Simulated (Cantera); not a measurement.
# Ignition delay

Mixture: CO : H2 : O2 : N2 = 1 : 0.45 : 0.362 : 1.16 (molar parts), equivalence ratio 2.0, at 9.50 bar, adiabatic and at constant pressure. Ignition delay is the time to a rise of 400 K.

Detailed kinetics in Cantera: GRI-Mech 3.0 (53 species, 325 reactions). The hydrogen kinetics of GRI-Mech 3.0 are dated; newer H2 mechanisms differ, most at raised pressure. Below about 950 K walls govern HO2 and H2O2 in real vessels.

| T0 (K) | delay (ms) |
|---|---|
| 948 | 8.14 |
| 998 | 2.28 |
| 1048 | 0.687 |
| 1098 | 0.213 |
| 1148 | 0.0659 |
| 1198 | 0.0229 |

The apparent activation energy between 1098 and 1198 K is 240 kJ/mol.
